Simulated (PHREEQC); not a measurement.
Solution (43 °C): 0.006 mol HCl, 0.073 mol FeSO4 and 0.0095 mol MnSO4 per kg of water. Closed to the air; pH follows from the charge balance.

All values are PHREEQC results (ion-association model, wateq4f.dat), not measurements.

Each row changes one thing in this solution. No solid was allowed to form.

```
case                                             pH  ionic strength (mol/kgw)  SO4-2 (mol/kgw)  HSO4- (mol/kgw)
---------------------------------------------  ----  ------------------------  ---------------  ---------------
as made                                        2.82                     0.170           0.0393          0.00358
MnSO4 from 0.0095 to 0.019 mol/kgw             2.84                       [?]           0.0434          0.00367
diluted 100-fold with water                    4.28                       [?]         0.000738          4.74e-6
MnSO4 replaced by Rb2SO4 at the same molality  2.84                     0.174           0.0426          0.00367
temperature from 43 to 15 °C                   2.70                     0.198           0.0467          0.00299
FeSO4 left out                                 2.43                    0.0304          0.00528          0.00176
HCl from 0.006 to 0.0066 mol/kgw               2.78                     0.170           0.0391          0.00393
FeSO4 replaced by Rb2SO4 at the same molality   [?]                     0.232           0.0725          0.00456
```

**Question.** Some entries are withheld; supply them.

**Answer.** 
- MnSO4 from 0.0095 to 0.019 mol/kgw, ionic strength (mol/kgw): 0.187
- diluted 100-fold with water, ionic strength (mol/kgw): 0.00302
- FeSO4 replaced by Rb2SO4 at the same molality, pH: 2.94

Away from 25 °C the constants follow the database's enthalpies or fits; those with neither stay at their 25 °C values.
